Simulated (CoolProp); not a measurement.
Vapour pressure (bar) of methanol: the reference equation beside estimates from Tc = 513.4 K, pc = 82.16 bar, ω = 0.565.

Computed with CoolProp (reference Helmholtz-energy equation of state, de Reuck 1993).

| T (K) | reference | van der Waals | Redlich-Kwong | Soave-Redlich-Kwong | Peng-Robinson |
|---|---|---|---|---|---|
| 286.4 | 0.08968 | 4.627 | 0.7502 | 0.07034 | 0.07771 |
| 302.1 | 0.2079 | 6.374 | 1.368 | 0.1770 | 0.1906 |
| 317.7 | 0.4375 | 8.512 | 2.311 | 0.3960 | 0.4179 |
| 333.4 | 0.8558 | 11.11 | 3.688 | 0.8107 | 0.8413 |
| 349.1 | 1.565 | 14.18 | 5.598 | 1.532 | 1.569 |
| 364.7 | 2.693 | 17.75 | 8.125 | 2.696 | 2.732 |
| 380.4 | 4.423 | 21.88 | … | … | 4.519 |
| 396.1 | 6.956 | 26.58 | 15.53 | 7.140 | 7.130 |
| 411.7 | 10.51 | 31.85 | 20.56 | 10.84 | 10.78 |
| 427.4 | 15.41 | 37.77 | 26.65 | 15.91 | 15.77 |
| 443.1 | 21.95 | 44.34 | 33.86 | 22.64 | 22.41 |
| 458.7 | 30.41 | 51.53 | 42.24 | … | 30.95 |
| 474.4 | 41.22 | 59.44 | 51.95 | 42.29 | 41.90 |

**Question.** What belongs in the gaps?

**Answer.** 
- 380.4, Redlich-Kwong: 11.41
- 380.4, Soave-Redlich-Kwong: 4.497
- 458.7, Soave-Redlich-Kwong: 31.28

Absolute difference from the reference over all 13 rows, mean and median: van der Waals 1051.9 and 394.7 %, Redlich-Kwong 237.1 and 158.0 %, Soave-Redlich-Kwong 5.6 and 3.1 %, Peng-Robinson 3.4 and 2.2 %.
